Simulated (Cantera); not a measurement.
A closed system holds: 1 mol Al2O3, 0.1 mol H2, equilibrated at 2025 K.

Equilibrium computed with Cantera from the NASA thermochemical tables; the gas is ideal and each condensed phase is pure. Candidate condensed phases: Al, Al2O3, H2O; 19 gas species. The tables' values for AlOH are old estimates; treat these amounts as uncertain. The numbers say what is thermodynamically allowed, not how fast it happens.

x: gas mole fraction; n: condensed amount in mol.

| P (Pa) | x H2 | x H | x H2O | x Al | x Al2O | x AlOH | x OH | n Al2O3(s) |
|---|---|---|---|---|---|---|---|---|
| 10 | 0.819 | 0.174 | 0.00374 | 0.00225 | 0.000184 | 0.000115 | 8.31e-5 | 1.000 |
| 68 | 0.926 | ? | ? | ? | ? | 6.93e-5 | ? | 1.000 |
| 460 | 0.970 | ? | ? | ? | ? | 3.98e-5 | ? | 1.000 |
| 3200 | 0.989 | 0.0107 | 0.000460 | 0.000216 | 5.53e-5 | 2.20e-5 | 5.21e-7 | 1.000 |
| 22000 | 0.996 | 0.00409 | 0.000227 | 9.15e-5 | 3.35e-5 | 1.20e-5 | 9.76e-8 | 1.000 |
| 150000 | 0.998 | 0.00157 | 0.000115 | 3.72e-5 | 1.91e-5 | 6.49e-6 | 1.90e-8 | 1.000 |
| 1000000 | 0.999 | 0.000608 | 6.15e-5 | 1.44e-5 | 1.01e-5 | 3.45e-6 | 3.92e-9 | 1.000 |

### Question
What belongs in the gaps?

### Answer

- 460, x H: 0.0280
- 460, x H2O: 0.000947
- 460, x Al: 0.000494
- 460, x Al2O: 8.74e-5
- 460, x OH: 2.85e-6
- 68, x H: 0.0710
- 68, x H2O: 0.00192
- 68, x Al: 0.00108
- 68, x Al2O: 0.000131
- 68, x OH: 1.54e-5
